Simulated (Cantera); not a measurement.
A perfectly stirred reactor is fed with 25.0 % CH4, 75.0 % N2, at 1100 Pa; it is held at 1475 K, and followed from long to short residence time.

Model: GRI-Mech 3.0 (53 species, 325 reactions), integrated in Cantera. GRI-Mech 3.0 stops at C3 and has no aromatics, soot or wall deposition, so with more carbon than oxygen in the feed, carbon stays in small species such as C2H2 where larger ones or solid carbon would form. Radical loss at walls, strong at low pressure, is not modelled.

x: mole fraction; the columns are a selection and need not sum to one.

```
τ (s)   x CH4      x H     x HCN      x H2     x CH2     x C2H
------  -----  -------  --------  --------  --------  --------
7.9     0.162        …   7.93e-9     0.105   2.77e-8   5.93e-9
3.7     0.192        …   2.96e-9    0.0673   3.27e-8   3.73e-9
1.8     0.216        …  9.54e-10    0.0387   3.59e-8   2.01e-9
0.83    0.234        …  1.82e-10    0.0166   3.32e-8  6.98e-10
0.39    0.245        …  1.66e-11   0.00471   2.11e-8  1.26e-10
0.19    0.249        …  1.02e-12  0.000947   8.66e-9  1.40e-11
0.087   0.250        …    <1e-12  0.000161   2.38e-9  1.12e-12
0.041   0.250        …    <1e-12   4.25e-5  5.98e-10    <1e-12
0.019   0.250  1.68e-8    <1e-12   1.58e-5  1.36e-10    <1e-12
0.0092  0.250  1.58e-8    <1e-12   7.25e-6  3.31e-11    <1e-12
0.0043  0.250  1.56e-8    <1e-12   3.34e-6  7.52e-12    <1e-12
```

Q: Some entries are withheld; supply them.

A: 
- 7.9, x H: 1.15e-5
- 3.7, x H: 7.57e-6
- 1.8, x H: 4.51e-6
- 0.83, x H: 2.00e-6
- 0.39, x H: 5.86e-7
- 0.19, x H: 1.42e-7
- 0.087, x H: 4.07e-8
- 0.041, x H: 2.13e-8
